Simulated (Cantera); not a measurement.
Feed: 1 mol HgO, 0.027 mol O2, 3.1 mol N2, held at 1.00 bar.

These are equilibrium values from Cantera (NASA tables, ideal gas, pure condensed phases), not measurements of a reactor. Candidate condensed phases: Hg, HgO; 10 gas species. Kinetics and transport are ignored.

Question: Which condensed phases are stable at each of these points (T (°C)): 325, 400, 475, 550, 625, 700, 775, 850, 925, 1000, 1075, 1150, 1225, 1300?

Answer: 
| T (°C) | condensed phases | Hg condensed (%) |
|---|---|---|
| 325 | HgO(s) | 93.8 |
| 400 | HgO(s) | 2.8 |
| 475 | gas only | 0.0 |
| 550 | gas only | 0.0 |
| 625 | gas only | 0.0 |
| 700 | gas only | 0.0 |
| 775 | gas only | 0.0 |
| 850 | gas only | 0.0 |
| 925 | gas only | 0.0 |
| 1000 | gas only | 0.0 |
| 1075 | gas only | 0.0 |
| 1150 | gas only | 0.0 |
| 1225 | gas only | 0.0 |
| 1300 | gas only | 0.0 |

From 325 °C to 400 °C the condensed part is HgO(s). From 475 °C to 1300 °C nothing is condensed.
